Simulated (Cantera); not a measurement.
Feed: 1 mol C₂H₄, 2.9 mol H₂, 1.6 mol N₂, equilibrated at 17.0 mbar.

Method: chemical equilibrium by Gibbs-energy minimisation in Cantera with the NASA 1993 tables (ideal gas, pure condensed phases). Candidate condensed phases: C, C₆H₆, C₇H₈, C₈H₁₈; 110 gas species. Ions and electrons are included (thermal ionisation). Rates play no part.

Problem. What share of the C ends up in condensed phases as a function of T (°C), at 1727, 2227, 2727, 3227, 3727, 4227, 4727?

Solution. 
```
T (°C)  C condensed (%)           as
------  ---------------  -----------
1727               97.5  C(graphite)
2227               85.2  C(graphite)
2727               27.6  C(graphite)
3227                0.0            -
3727                0.0            -
4227                0.0            -
4727                0.0            -
```
